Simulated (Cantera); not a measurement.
Input (Python, Cantera) and output of one run.

```python
import numpy as np
import cantera as ct

gas_names = """
    CL CLO CL2 H HCL HOCL HO2 H2 H2O H2O2 O OH O2 O3 Si SiCL SiCL2 SiCL3 SiCL4 SiH SiHCL3 SiH2 SiH2CL2
    SiH3 SiH3CL SiH4 SiO SiO2 Si2 Si3
""".split()
cond_names = """
    H2O(s) H2O(L) Si(cr) Si(L) SiO2(Lqz) SiO2(hqz) SiO2(L)
""".split()


# ... load() reads the species with a 1 bar reference pressure and builds the phases ...
atoms = {
    'SiH2Cl2': {'Si': 1, 'H': 2, 'CL': 2},
    'O3': {'O': 3},
    'H2': {'H': 2},
}
top_T = {}  # K; cautious upper limits of use, not melting points


# ... equilibrate(T, P, feed) seeds the gas with the atoms and calls Mixture.equilibrate('TP', solver="vcs", rtol=1e-11, max_steps=5000) ...
results = []
feed = {'SiH2Cl2': 1, 'O3': 2.9, 'H2': 2.4}  # mol
T = 973.15  # K
P = 100000  # Pa
mix = equilibrate(T, P, feed)
results.append((T, P, feed, dict(zip(mix.species_names, mix.species_moles))))
x = sorted(zip(gas.X, gas.species_names), reverse=True)
print(f"T = {T:g} K  P = {P:g} Pa  gas = {mix.phase_moles(0):.4g} mol")
print("   x: " + "  ".join(f"{s} {v:.3e}" for v, s in x if v > 1e-06))
print("   condensed (mol): " + ("  ".join(f"{mix.phase(i).name} {mix.phase_moles(i):.4g}"
      for i in range(1, mix.n_phases) if mix.phase_moles(i) > 1e-12) or "none"))
```

It prints:

```
T = 973.15 K  P = 100000 Pa  gas = 6.441 mol
   x: H2O 4.063e-01  O2 3.169e-01  HCL 2.430e-01  CL2 3.370e-02  CL 4.721e-05  HOCL 2.130e-05  CLO 1.781e-06
   condensed (mol): SiO2(hqz) 1
```

These are equilibrium values from Cantera (NASA tables, ideal gas, pure condensed phases), not measurements of a reactor.
